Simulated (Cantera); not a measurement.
A closed system holds: 1 mol Al(CH3)3, 3.1 mol O2, 5.9 mol H2, held at 1075 °C and 4600 Pa.

Method: chemical equilibrium by Gibbs-energy minimisation in Cantera with the NASA 1993 tables (ideal gas, pure condensed phases). Candidate condensed phases: Al, Al2O3, C, C6H6, C7H8, C8H18, H2O; 121 gas species. The feed counts by its element totals alone. The numbers say what is thermodynamically allowed, not how fast it happens.

Base state: H2 0.667, CO 0.207, H2O 0.110, CO2 0.0173 (mole fractions); condensed: Al2O3(s).

Q: What changes in the equilibrium state with this change: Al(CH3)3 replaced by AlCl3?

A: 
```tsv
species	before	after
H2O	0.110	0.584
HCl	0	0.395
O2	<1e-9	0.0192
H2	0.667	3.88e-6
CO	0.207	0
CO2	0.0173	0
Cl	0	0.00180
Cl2	0	0.000424
OH	2.33e-8	5.15e-5
Al2O3(s), mol	0.500	0.500
```
Gases not in the tables: Al(OH)3. Further candidate phases: AlCl3.
